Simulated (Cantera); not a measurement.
What does this Cantera script print?

```python
import numpy as np
import cantera as ct

gas = ct.Solution("gri30.yaml")
gas.TPX = 1275, 27000, {'H2': 0.56, 'O2': 1, 'N2': 2.6}
inlet = ct.Reservoir(gas, clone=True)

reactor = ct.IdealGasConstPressureReactor(gas, energy="off", clone=False)
exhaust = ct.Reservoir(gas, clone=True)
tau = [0.42, 0.19, 0.088, 0.04, 0.019, 0.0085, 0.0039, 0.0018, 0.00082][0]
for a, b in ((inlet, reactor), (reactor, exhaust)):
    ct.MassFlowController(a, b, mdot=lambda t: reactor.mass / tau)
net = ct.ReactorNet([reactor])
show = ['H2', 'O2', 'HO2', 'NO', 'O', 'H', 'N2O']

rows = []
print(f"{'tau/s':>10s}{'T/K':>9s}" + "".join(f"{s:>11s}" for s in show))
for tau in [0.42, 0.19, 0.088, 0.04, 0.019, 0.0085, 0.0039, 0.0018, 0.00082]:
    net.initial_time = 0.0
    net.advance(30 * tau)
    before = gas.X
    net.advance(40 * tau)
    drift = np.max(np.abs(gas.X - before) / (gas.X + 1e-9))
    rows.append([gas.T, *gas[show].X, drift])
    print(f"{tau:10.3e}{gas.T:9.1f}" + "".join(f"{x:11.3e}" for x in gas[show].X))
```

It prints:

```
     tau/s      T/K         H2         O2        HO2         NO          O          H        N2O
 4.200e-01   1275.0  1.579e-04  1.854e-01  4.859e-06  4.049e-07  1.211e-04  1.344e-05  3.543e-07
 1.900e-01   1275.0  2.648e-04  1.854e-01  7.311e-06  3.380e-07  2.075e-04  2.986e-05  3.087e-07
 8.800e-02   1275.0  4.349e-04  1.853e-01  1.046e-05  3.203e-07  3.485e-04  6.466e-05  2.629e-07
 4.000e-02   1275.0  7.178e-04  1.852e-01  1.441e-05  3.609e-07  5.895e-04  1.422e-04  2.181e-07
 1.900e-02   1275.0  1.143e-03  1.851e-01  1.862e-05  4.695e-07  9.613e-04  2.982e-04  1.793e-07
 8.500e-03   1275.0  1.871e-03  1.849e-01  2.331e-05  6.911e-07  1.613e-03  6.591e-04  1.423e-07
 3.900e-03   1275.0  2.986e-03  1.847e-01  2.757e-05  1.044e-06  2.626e-03  1.406e-03  1.116e-07
 1.800e-03   1275.0  4.703e-03  1.845e-01  3.109e-05  1.556e-06  4.181e-03  2.929e-03  8.620e-08
 8.200e-04   1275.0  7.384e-03  1.842e-01  3.362e-05  2.217e-06  6.526e-03  5.972e-03  6.514e-08
```

Model: GRI-Mech 3.0 (53 species, 325 reactions), integrated in Cantera. The temperature is held fixed by assumption; the heat of reaction is taken as removed at once.
